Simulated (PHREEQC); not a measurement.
0.1 g of hydrous ferric oxide (600 m²/g; 0.2 weak and 0.005 strong sites per Fe, Dzombak-Morel constants, diffuse double layer) in 1 kg of water with 0.001 mol/kgw of an inert sodium salt and 0.0007 mol CaCl2, at 25 °C; the pH is set by adding NaOH or the inert anion's acid. O2 is buffered at 0.21 atm. The system is closed to CO2. Nothing may precipitate in this run.

Model: ion-association model, wateq4f.dat, run in PHREEQC.

| pH | Ca sorbed (%) | surface charge σ (C/m²) | surface potential ψ (mV) |
|---|---|---|---|
| 4 | 0.0 | 0.161 | 199 |
| 4.5 | 0.0 | 0.113 | 182 |
| 5 | 0.0 | 0.077 | 162 |
| 5.5 | 0.0 | 0.050 | 140 |
| 6 | 0.0 | 0.031 | 116 |
| 6.5 | 0.0 | 0.018 | 90 |
| 7 | 0.2 | 0.010 | 64 |
| 7.5 | 0.7 | 0.005 | 39 |
| 8 | 1.8 | 0.002 | 15 |
| 8.5 | 5.2 | 0.000 | 0 |
| 9 | 10.1 | -0.001 | -4 |
| 9.5 | 13.6 | -0.001 | -6 |
| 10 | 15.2 | -0.001 | -6 |
| 10.5 | 15.8 | -0.001 | -7 |
| 11 | 16.1 | -0.001 | -8 |
| 11.5 | 16.3 | -0.002 | -9 |
| 12 | 16.3 | -0.003 | -12 |
